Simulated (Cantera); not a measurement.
A perfectly stirred reactor is fed with NH3 : H2 = 1 : 0.15 (molar parts), at 120 Torr; it is held at 2150 K, and followed from long to short residence time.

Detailed kinetics in Cantera: the gas-phase N/H chemistry of the illustrative SiF4/NH3 mechanism in the Surface Chemkin manual (1991). Walls and surfaces, which speed up NH3 decomposition in real reactors, are not modelled.

What does this change do: temperature 2150 to 1923 K?


```tsv
quantity	before	after
x(NH3) at τ = 11.0 s	0.00101	0.0288
x(H2) at τ = 11.0 s	0.760	0.746
x(NH) at τ = 11.0 s	7.46e-6	3.29e-6
x(N2) at τ = 11.0 s	0.231	0.225
x(H) at τ = 11.0 s	0.00724	0.000771
x(NH3) at τ = 0.120 s	0.187	0.636
x(H2) at τ = 0.120 s	0.629	0.301
x(NH) at τ = 0.120 s	2.91e-5	8.11e-6
x(N2) at τ = 0.120 s	0.182	0.0622
x(H) at τ = 0.120 s	0.000899	0.000112
```
